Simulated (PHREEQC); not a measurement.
Dissolve 0.065 mol BaCl2, 7.7e-05 mol CO2 and 0.0019 mol NaCl per kg of water at 5 °C. Closed to the air; pH follows from the charge balance.

Equilibrium calculation in PHREEQC: ion-association model, phreeqc.dat.

No solid was allowed to form.

Q: Order these C species by the share of C that they hold, largest first: CO2, HCO3-, BaHCO3+.

A: CO2 (92 %), HCO3- (7.5 %), BaHCO3+ (0.75 %)

The pH is 5.29 and the ionic strength 0.197 mol/kgw. Complexes and solids missing from the database can't appear. At this temperature some constants are extrapolated from 25 °C, and those without enthalpy data are left unchanged.
